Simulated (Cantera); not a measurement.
A Cantera script and what it prints.

```python
import numpy as np
import cantera as ct

gas_names = """
    CL CLO CL2 H HCL HOCL HO2 H2 H2O H2O2 O OH O2 O3 Si SiCL SiCL2 SiCL3 SiCL4 SiH SiHCL3 SiH2 SiH2CL2
    SiH3 SiH3CL SiH4 SiO SiO2 Si2 Si3
""".split()
cond_names = """
    H2O(s) H2O(L) Si(cr) Si(L) SiO2(Lqz) SiO2(hqz) SiO2(L)
""".split()


def load(file, names, dense=False):
    # The tables refer to 1 bar. Condensed volumes are neglected.
    table = {s.name: s for s in ct.Species.list_from_file(file)}
    out = []
    for n in names:
        d = dict(table[n].input_data)
        d["thermo"] = dict(d["thermo"], **{"reference-pressure": 1e5})
        if dense:
            d["equation-of-state"] = {"model": "constant-volume", "density": "1e6 g/cm^3"}
        out.append(ct.Species.from_dict(d))
    return out


gas = ct.Solution(thermo="ideal-gas", species=load("nasa_gas.yaml", gas_names))
cond = {s.name: ct.Solution(thermo="fixed-stoichiometry", species=[s], name=s.name)
        for s in load("nasa_condensed.yaml", cond_names, dense=True)}
atoms = {
    'SiO2': {'Si': 1, 'O': 2},
    'HCl': {'H': 1, 'CL': 1},
    'H2': {'H': 2},
}
top_T = {}  # K; cautious upper limits of use, not melting points


def equilibrate(T, P, feed):
    n = {}
    for name, mol in feed.items():
        for a, k in atoms[name].items():
            n[a] = n.get(a, 0.0) + k * mol
    gas.TPX = T, P, n
    mass = sum(n.values()) * gas.mean_molecular_weight
    gas.equilibrate("TP")
    valid = [c for c in cond.values() if c.min_temp <= T <= top_T.get(c.name, c.max_temp)]
    mix = ct.Mixture([(gas, mass / gas.mean_molecular_weight)] + [(c, 0.0) for c in valid])
    mix.T, mix.P = T, P
    mix.equilibrate("TP", solver="vcs", rtol=1e-11, max_steps=5000)
    return mix


results = []
feed = {'SiO2': 1, 'HCl': 37, 'H2': 41}  # mol
P = 17000  # Pa
for T in [748, 798, 848, 898, 948, 998, 1048, 1098, 1148, 1198, 1248, 1298, 1348]:
    mix = equilibrate(T, P, feed)
    results.append((T, P, feed, dict(zip(mix.species_names, mix.species_moles))))
    x = sorted(zip(gas.X, gas.species_names), reverse=True)
    print(f"T = {T:g} K  P = {P:g} Pa  gas = {mix.phase_moles(0):.4g} mol")
    print("   x: " + "  ".join(f"{s} {v:.3e}" for v, s in x if v > 0.001))
    print("   condensed (mol): " + ("  ".join(f"{mix.phase(i).name} {mix.phase_moles(i):.4g}"
          for i in range(1, mix.n_phases) if mix.phase_moles(i) > 1e-12) or "none"))
```

It prints:

```
T = 748 K  P = 17000 Pa  gas = 78 mol
   x: H2 5.256e-01  HCL 4.743e-01
   condensed (mol): SiO2(Lqz) 0.9997
T = 798 K  P = 17000 Pa  gas = 78 mol
   x: H2 5.256e-01  HCL 4.743e-01
   condensed (mol): SiO2(Lqz) 0.9996
T = 848 K  P = 17000 Pa  gas = 78 mol
   x: H2 5.256e-01  HCL 4.743e-01
   condensed (mol): SiO2(hqz) 0.9993
T = 898 K  P = 17000 Pa  gas = 78 mol
   x: H2 5.256e-01  HCL 4.743e-01
   condensed (mol): SiO2(hqz) 0.9991
T = 948 K  P = 17000 Pa  gas = 78 mol
   x: H2 5.256e-01  HCL 4.743e-01
   condensed (mol): SiO2(hqz) 0.9987
T = 998 K  P = 17000 Pa  gas = 78 mol
   x: H2 5.257e-01  HCL 4.743e-01
   condensed (mol): SiO2(hqz) 0.9984
T = 1048 K  P = 17000 Pa  gas = 78 mol
   x: H2 5.257e-01  HCL 4.743e-01
   condensed (mol): SiO2(hqz) 0.9979
T = 1098 K  P = 17000 Pa  gas = 78 mol
   x: H2 5.257e-01  HCL 4.742e-01
   condensed (mol): SiO2(hqz) 0.9974
T = 1148 K  P = 17000 Pa  gas = 78 mol
   x: H2 5.257e-01  HCL 4.742e-01
   condensed (mol): SiO2(hqz) 0.9968
T = 1198 K  P = 17000 Pa  gas = 78 mol
   x: H2 5.257e-01  HCL 4.742e-01
   condensed (mol): SiO2(hqz) 0.9961
T = 1248 K  P = 17000 Pa  gas = 78 mol
   x: H2 5.257e-01  HCL 4.742e-01
   condensed (mol): SiO2(hqz) 0.9954
T = 1298 K  P = 17000 Pa  gas = 77.99 mol
   x: H2 5.257e-01  HCL 4.741e-01
   condensed (mol): SiO2(hqz) 0.9945
T = 1348 K  P = 17000 Pa  gas = 77.99 mol
   x: H2 5.257e-01  HCL 4.741e-01
   condensed (mol): SiO2(hqz) 0.9935
```

These are equilibrium values from Cantera (NASA tables, ideal gas, pure condensed phases), not measurements of a reactor. The tables hold silica as quartz up to 1696 K and as liquid above; real silica turns to tridymite and cristobalite and melts near 1996 K.
